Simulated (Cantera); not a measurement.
Input: 1 mol H₂O, 0.038 mol SO₂, equilibrated at 1800 K.

Method: chemical equilibrium by Gibbs-energy minimisation in Cantera with the NASA 1993 tables (ideal gas, pure condensed phases). Candidate condensed phases: H₂O, H₂SO₄, S; 19 gas species. The ideal-gas law is rough above about 30 bar. The numbers say what is thermodynamically allowed, not how fast it happens.

log p: log10 of the partial pressure in bar; nothing condenses.

```
P (Pa)    log p H₂O  log p H₂  log p SO₂  log p O₂  log p OH  log p H
--------  ---------  --------  ---------  --------  --------  -------
10            -4.05     -5.43      -5.46     -5.77     -5.96    -6.16
84            -3.11     -4.80      -4.52     -5.15     -5.33    -5.85
710           -2.17     -4.18      -3.59     -4.53     -4.71    -5.53
6000          -1.24     -3.55      -2.66     -3.91     -4.09    -5.22
50000         -0.32     -2.94      -1.74     -3.30     -3.48    -4.91
420000          [?]       [?]        [?]       [?]       [?]      [?]
3600000         [?]       [?]        [?]       [?]       [?]      [?]
30000000       2.46     -1.05       1.04     -1.52     -1.64    -3.97
```

Task: What belongs in the gaps?

Result: 
- 420000, log p H₂O: 0.61
- 420000, log p H₂: -2.32
- 420000, log p SO₂: -0.81
- 420000, log p O₂: -2.69
- 420000, log p OH: -2.86
- 420000, log p H: -4.61
- 3600000, log p H₂O: 1.54
- 3600000, log p H₂: -1.69
- 3600000, log p SO₂: 0.12
- 3600000, log p O₂: -2.08
- 3600000, log p OH: -2.24
- 3600000, log p H: -4.29
